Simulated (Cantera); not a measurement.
Charge: 1 mol (CH₃)₂SiCl₂, 0.15 mol HCl, 9.6 mol H₂, held at 1198.15 K and 100000 Pa.

These are equilibrium values from Cantera (NASA tables, ideal gas, pure condensed phases), not measurements of a reactor. Candidate condensed phases: C, C₆H₆, C₇H₈, C₈H₁₈, Si, SiC; 109 gas species. The feed counts by its element totals alone. The tables' values for SiCl₃ are old estimates; treat these amounts as uncertain. Kinetics and transport are ignored.

Base state: H₂ 0.857, HCl 0.121, CH₄ 0.0118, SiCl₄ 0.00837, SiHCl₃ 0.00160, SiCl₃ 0.000251, SiCl₂ 6.65e-5, SiH₂Cl₂ 4.01e-5 (mole fractions); condensed: C(graphite) + SiC(s).

What changes in the equilibrium state with this change: H₂ from 9.6 to 17 mol?


```json
[
 {"species": "H₂", "before": "0.857", "after": "0.893"},
 {"species": "HCl", "before": "0.121", "after": "0.0909"},
 {"species": "CH₄", "before": "0.0118", "after": "0.0128"},
 {"species": "SiCl₄", "before": "0.00837", "after": "0.00250"},
 {"species": "SiCl₃", "before": "0.000251", "after": "0.000101"},
 {"species": "SiHCl₃", "before": "0.00160", "after": "0.000660"},
 {"species": "SiCl₂", "before": "6.65e-5", "after": "3.63e-5"},
 {"species": "SiH₂Cl₂", "before": "4.01e-5", "after": "2.28e-5"},
 {"species": "C(graphite), mol", "before": "0.981", "after": "0.803"},
 {"species": "SiC(s), mol", "before": "0.861", "after": "0.931"}
]
```

What changes in the equilibrium state with this change: temperature from 1198.15 K to 2498.15 K?


```csv
species,before,after
H₂,0.857,0.820
HCl,0.121,0.135
H,1.77e-7,0.0226
CH₄,0.0118,0.000101
SiCl₂,6.65e-5,0.00781
Si,<1e-9,0.00112
SiCl,<1e-9,0.000719
SiC₂,<1e-9,0.000288
"C(graphite), mol",0.981,0.889
"SiC(s), mol",0.861,0.849
```
The tables' values for SiCl, SiCl₃ are old estimates; treat these amounts as uncertain. Gases not in the tables: Si₂H₆ and higher silanes.

What changes in the equilibrium state with this change: pressure from 100000 Pa to 150 Pa?


| species | before | after |
|---|---|---|
| H₂ | 0.857 | 0.844 |
| HCl | 0.121 | 0.156 |
| SiCl₂ | 6.65e-5 | 0.000113 |
| CH₄ | 0.0118 | 1.71e-5 |
| SiH₂Cl₂ | 4.01e-5 | 1.01e-7 |
| SiHCl₃ | 0.00160 | 5.29e-6 |
| SiCl₄ | 0.00837 | 3.63e-5 |
| SiCl₃ | 0.000251 | 2.16e-5 |
| C(graphite), mol | 0.981 | 1.00 |
| SiC(s), mol | 0.861 | 0.998 |
